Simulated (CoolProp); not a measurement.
Properties of R404A along the isobar 745 kPa (Tc = 345.3 K, pc = 3735 kPa, ω = 0.293).

Values from CoolProp's reference Helmholtz-energy equation of state, Lemmon 2003. It is a pseudo-pure fit of the blend.

```csv
T (K),phase,density (kg/m³),cv (kJ/(kg K)),Prandtl number
334.6,gas,28.59,0.8710,0.816
351.1,gas,26.82,0.8927,0.809
367.7,gas,25.30,0.9155,0.805
384.2,gas,23.98,0.9386,0.805
400.7,gas,22.82,0.9617,0.807
417.3,gas,21.77,0.9846,0.810
433.8,gas,20.83,1.007,0.813
450.4,gas,19.97,1.029,0.818
466.9,gas,19.19,1.050,0.823
483.5,gas,18.47,1.071,0.828
500,gas,17.81,1.091,0.833
```

Viscosity comes from a separate model (Geller 2000). Thermal conductivity comes from a separate model (Geller 2001).
